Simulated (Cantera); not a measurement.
Input (Python, Cantera) and output of one run.

```python
import numpy as np
import cantera as ct

gas_names = [...]  # 121 gases of nasa_gas.yaml made of Al, C, H, O
cond_names = """
    AL(cr) AL(L) AL2O3(a) AL2O3(L) C(gr) C6H6(L) C7H8(L) C8H18(L),n-octa H2O(s) H2O(L)
""".split()


# ... load() reads the species with a 1 bar reference pressure and builds the phases ...
atoms = {
    'Al(CH3)3': {'AL': 1, 'C': 3, 'H': 9},
    'O2': {'O': 2},
    'H2': {'H': 2},
}
top_T = {'C(gr)': 4500}  # K; cautious upper limits of use, not melting points


# ... equilibrate(T, P, feed) seeds the gas with the atoms and calls Mixture.equilibrate('TP', solver="vcs", rtol=1e-11, max_steps=5000) ...
results = []
T = 1398  # K
P = 640  # Pa
for m in [54, 76, 110, 150, 210, 290, 400, 560]:
    feed = {'Al(CH3)3': 1, 'O2': 6.8, 'H2': m}  # mol
    mix = equilibrate(T, P, feed)
    results.append((T, P, feed, dict(zip(mix.species_names, mix.species_moles))))

top = {s: max(r[3][s] / sum(r[3][g] for g in gas_names) for r in results) for s in gas_names}
cols = sorted((s for s in top if top[s] > 1e-05), key=lambda s: -top[s])[:6]
seen = [c for c in cond_names if any(r[3].get(c, 0) > 1e-12 for r in results)]
print("log10 of partial pressures in bar; condensed amounts in mol")
print(f"{'n(H2)':>10s}" + "".join(f"{s[:9]:>10s}" for s in cols + seen))
for T, P, feed, n in results:
    ng = sum(n[g] for g in gas_names)
    print(f"{feed['H2']:10.4g}" + "".join(f"{np.log10(max(n[s] / ng * P / 1e5, 1e-99)):10.3f}" for s in cols)
          + "".join(f"{n.get(c, 0):10.4g}" for c in seen))
```

Result:

```
log10 of partial pressures in bar; condensed amounts in mol
     n(H2)        H2       H2O        CO       CO2         H  AL2O3(a)
        54    -2.287    -3.035    -3.540    -4.623    -6.468       0.5
        76    -2.261    -3.164    -3.663    -4.901    -6.455       0.5
       110    -2.241    -3.310    -3.804    -5.208    -6.445       0.5
       150    -2.228    -3.436    -3.926    -5.469    -6.439       0.5
       210    -2.219    -3.575    -4.063    -5.754    -6.434       0.5
       290    -2.212    -3.710    -4.197    -6.030    -6.431       0.5
       400    -2.207    -3.846    -4.331    -6.306    -6.428       0.5
       560    -2.203    -3.990    -4.474    -6.596    -6.427       0.5
```

Equilibrium computed with Cantera from the NASA thermochemical tables; the gas is ideal and each condensed phase is pure. The feed counts by its element totals alone.
